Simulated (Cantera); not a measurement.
An adiabatic, constant-volume homogeneous reactor starts with CH4 : O2 : N2 = 1 : 2.47 : 9.28 (molar parts), equivalence ratio 0.81, at 1425 K and 500000 Pa.

Detailed kinetics in Cantera: GRI-Mech 3.0 (53 species, 325 reactions).

x: mole fraction; the columns are a selection and need not sum to one.

```tsv
t (s)	T (K)	P (bar)	x CH4	x O2	x CH3	x N2O	x CH2CO	x H
5.00e-6	1425	5.00	0.0784	0.194	?	1.58e-12	<1e-12	2.13e-9
1.64e-5	1425	5.00	0.0784	0.194	?	1.42e-11	<1e-12	4.34e-9
5.35e-5	1425	5.00	0.0784	0.194	?	1.18e-10	1.28e-11	1.98e-8
0.000175	1427	5.01	0.0780	0.193	?	8.10e-10	1.43e-8	9.79e-8
0.000572	1502	5.28	0.0672	0.185	?	2.04e-8	3.58e-5	5.54e-6
0.00187	2922	10.5	<1e-12	0.0359	<1e-12	2.92e-6	<1e-12	0.00333
0.00612	2922	10.5	<1e-12	0.0359	<1e-12	2.92e-6	<1e-12	0.00333
0.0200	2922	10.5	<1e-12	0.0359	<1e-12	2.92e-6	<1e-12	0.00333
0.0654	2922	10.5	<1e-12	0.0359	<1e-12	2.92e-6	<1e-12	0.00333
0.214	2922	10.5	<1e-12	0.0359	<1e-12	2.92e-6	<1e-12	0.00333
0.700	2922	10.5	<1e-12	0.0359	<1e-12	2.92e-6	<1e-12	0.00333
```

Question: What belongs in the gaps?

Answer: 
- 5.00e-6, x CH3: 9.02e-7
- 1.64e-5, x CH3: 3.77e-6
- 5.35e-5, x CH3: 2.13e-5
- 0.000175, x CH3: 7.12e-5
- 0.000572, x CH3: 0.000397
